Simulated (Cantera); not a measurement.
Low-pressure radical oxidation in H2/O2

An isothermal, constant-pressure homogeneous reactor starts with H₂ : O₂ = 0.083 : 1 (molar parts), equivalence ratio 0.042, at 1073 K and 1.20 Torr.

Computed with Cantera and the H2/O2 subset of GRI-Mech 3.0, which has no nitrogen chemistry. Radical loss at walls, strong at low pressure, is not modelled. The temperature is held fixed by assumption; the heat of reaction is taken as removed at once.

```
t (s)         x H₂   x O₂     x HO₂     x H₂O      x OH
--------  --------  -----  --------  --------  --------
1.00e-5     0.0766  0.923  5.29e-12    <1e-12    <1e-12
5.38e-5     0.0766  0.923  2.85e-11    <1e-12  1.00e-12
0.000289    0.0766  0.923  1.53e-10  5.36e-12  2.32e-11
0.00156     0.0766  0.923  8.24e-10  4.94e-10  3.75e-10
0.00837     0.0766  0.923   4.56e-9   1.78e-7   5.33e-8
0.0450     0.00265  0.873   8.57e-7    0.0611   0.00363
0.242      0.00145  0.879   8.23e-7    0.0666   0.00279
1.30      0.000648  0.904   7.37e-7    0.0751   0.00189
7.00       4.89e-5  0.919   2.79e-7    0.0793  0.000521
```
x: mole fraction; the columns are a selection and need not sum to one.

Equilibrium at this temperature and pressure: H₂ 1.39e-9, O₂ 0.920, HO₂ 1.50e-9, H₂O 0.0797, OH 2.82e-6 (gas phase only).
